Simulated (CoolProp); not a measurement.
A single-stage vapour-compression cycle with R236FA: evaporating at 296.15 K (dew point), condensing at 332.15 K (bubble point), superheat 0 K, subcooling 2 K, compressor efficiency 0.75, no pressure losses. Each further row changes one setting.

Computed with CoolProp (reference Helmholtz-energy equation of state, Pan 2012).

```tsv
case	cooling COP	pressure ratio	discharge temperature (K)	refrigerating effect (kJ/kg)	volumetric capacity (kJ/m³)
as stated	4.97	2.92	332.1	103	1770
evaporating temperature 301.15 K	___	2.48	332.1	106	2150
condensing temperature 327.15 K	___	___	327.1	110	1890
subcooling 7 K	5.29	2.92	332.1	110	1890
superheat 10 K	5.10	2.92	339.6	112	1840
compressor efficiency 0.65	___	2.92	___	103	1770
```

Question: What belongs in the gaps?

Answer: 
- evaporating temperature 301.15 K, cooling COP: 6.05
- condensing temperature 327.15 K, cooling COP: 6.01
- condensing temperature 327.15 K, pressure ratio: 2.56
- compressor efficiency 0.65, cooling COP: 4.31
- compressor efficiency 0.65, discharge temperature (K): 333.0

The compression ends wet for: as stated; evaporating temperature 301.15 K; condensing temperature 327.15 K; subcooling 7 K.
